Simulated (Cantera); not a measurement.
Input (Python, Cantera) and output of one run.

```python
import numpy as np
import cantera as ct

gas_names = """
    C CH CH2 CH3 CH2OH CH3O CH4 CH3OH CO CO2 COOH C2 C2H CHCO,ketyl C2H2,acetylene C2H2,vinylidene
    CH2CO,ketene C2H3,vinyl CH3CO,acetyl C2H4 C2H4O,ethylen CH3CHO,ethanal CH3COOH (HCOOH)2 C2H5 C2H6
    CH3OCH3 C2H5OH C2O C3 C3H3,propargyl C3H4,allene C3H4,propyne C3H4,cyclo- C3H5,allyl C3H6,propylene
    C3H6,cyclo- C3H6O C3H7,n-propyl C3H7,i-propyl C3H8 C3H8O,1propanol C3H8O,2propanol C3O2 C4 C4H2
    C4H4,1,3-cyclo- C4H6,butadiene C4H6,2-butyne C4H6,cyclo- C4H8,1-butene C4H8,cis2-buten
    C4H8,tr2-butene C4H8,isobutene C4H8,cyclo- (CH3COOH)2 C4H9,n-butyl C4H9,i-butyl C4H9,s-butyl
    C4H9,t-butyl C4H10,isobutane C4H10,n-butane C5 C5H6,1,3cyclo- C5H8,cyclo- C5H10,1-pentene
    C5H10,cyclo- C5H11,pentyl C5H11,t-pentyl C5H12,n-pentane C5H12,i-pentane CH3C(CH3)2CH3 C6H2
    C6H5,phenyl C6H5O,phenoxy C6H6 C6H5OH,phenol C6H10,cyclo- C6H12,1-hexene C6H12,cyclo- C6H13,n-hexyl
    C7H7,benzyl C7H8 C7H8O,cresol C7H14,1-heptene C7H15,n-heptyl C7H16,n-heptane C8H8,styrene
    C8H10,ethylbenz C8H16,1-octene C8H17,n-octyl C8H18,isooctane C8H18,n-octane C9H19,n-nonyl
    C10H8,naphthale C10H21,n-decyl C12H9,o-bipheny C12H10,bipheny Fe FeC5O5 FeO Fe(OH)2 H HCO HO2 H2
    HCHO,formaldehy HCOOH H2O H2O2 O OH O2 O3
""".split()
cond_names = """
    C(gr) C6H6(L) C7H8(L) C8H18(L),n-octa Fe(a) Fe(c) Fe(d) Fe(L) FeC5O5(L) FeO(s) FeO(L) Fe(OH)2(s)
    Fe(OH)3(s) Fe2O3(s) Fe3O4(s) H2O(s) H2O(L)
""".split()


def load(file, names, dense=False):
    # The tables refer to 1 bar. Condensed volumes are neglected.
    table = {s.name: s for s in ct.Species.list_from_file(file)}
    out = []
    for n in names:
        d = dict(table[n].input_data)
        d["thermo"] = dict(d["thermo"], **{"reference-pressure": 1e5})
        if dense:
            d["equation-of-state"] = {"model": "constant-volume", "density": "1e6 g/cm^3"}
        out.append(ct.Species.from_dict(d))
    return out


gas = ct.Solution(thermo="ideal-gas", species=load("nasa_gas.yaml", gas_names))
cond = {s.name: ct.Solution(thermo="fixed-stoichiometry", species=[s], name=s.name)
        for s in load("nasa_condensed.yaml", cond_names, dense=True)}
atoms = {
    'Fe3O4': {'Fe': 3, 'O': 4},
    'CH4': {'C': 1, 'H': 4},
    'H2': {'H': 2},
}
top_T = {'C(gr)': 4500, 'Fe2O3(s)': 1830, 'Fe3O4(s)': 1870}  # K; cautious upper limits of use, not melting points


def equilibrate(T, P, feed):
    n = {}
    for name, mol in feed.items():
        for a, k in atoms[name].items():
            n[a] = n.get(a, 0.0) + k * mol
    gas.TPX = T, P, n
    mass = sum(n.values()) * gas.mean_molecular_weight
    gas.equilibrate("TP")
    valid = [c for c in cond.values() if c.min_temp <= T <= top_T.get(c.name, c.max_temp)]
    mix = ct.Mixture([(gas, mass / gas.mean_molecular_weight)] + [(c, 0.0) for c in valid])
    mix.T, mix.P = T, P
    mix.equilibrate("TP", solver="vcs", rtol=1e-11, max_steps=5000)
    return mix


results = []
T = 2123.15  # K
P = 470000  # Pa
for m in [0.35, 0.56, 0.89, 1.4, 2.3, 3.7, 6, 9.7, 16]:
    feed = {'Fe3O4': 1, 'CH4': 0.66, 'H2': m}  # mol
    mix = equilibrate(T, P, feed)
    results.append((T, P, feed, dict(zip(mix.species_names, mix.species_moles))))

top = {s: max(r[3][s] / sum(r[3][g] for g in gas_names) for r in results) for s in gas_names}
cols = sorted((s for s in top if top[s] > 0.001), key=lambda s: -top[s])[:5]
seen = [c for c in cond_names if any(r[3].get(c, 0) > 1e-12 for r in results)]
print("log10 of partial pressures in bar; condensed amounts in mol")
print(f"{'n(H2)':>10s}" + "".join(f"{s[:9]:>10s}" for s in cols + seen))
for T, P, feed, n in results:
    ng = sum(n[g] for g in gas_names)
    print(f"{feed['H2']:10.4g}" + "".join(f"{np.log10(max(n[s] / ng * P / 1e5, 1e-99)):10.3f}" for s in cols)
          + "".join(f"{n.get(c, 0):10.4g}" for c in seen))
```

Result:

```
log10 of partial pressures in bar; condensed amounts in mol
     n(H2)        H2       H2O        CO       CO2         H     Fe(L)    FeO(L)
      0.35     0.357     0.036     0.085    -0.938    -2.266    0.2557     2.743
      0.56     0.371     0.050     0.047    -0.975    -2.259    0.3234     2.675
      0.89     0.388     0.067    -0.006    -1.029    -2.251    0.4299     2.569
       1.4     0.408     0.086    -0.077    -1.100    -2.241    0.5944     2.404
       2.3     0.429     0.108    -0.180    -1.202    -2.230    0.8847     2.113
       3.7     0.448     0.127    -0.303    -1.325    -2.221     1.336     1.661
         6     0.464     0.143    -0.450    -1.473    -2.213     2.078     0.918
       9.7     0.492     0.121    -0.612    -1.684    -2.199     2.995         0
        16     0.563    -0.064    -0.784    -2.111    -2.163     2.994         0
```

Cantera equilibrium calculation (NASA polynomials, part measured and part estimated; ideal gas, pure solids and liquids). Each liquid is taken as pure. Mutual solubility and eutectic melting of coexisting phases are not modelled. The tables' stoichiometric FeO is somewhat more stable than real wüstite, so its field is too wide. FeO: taken at fixed stoichiometry.
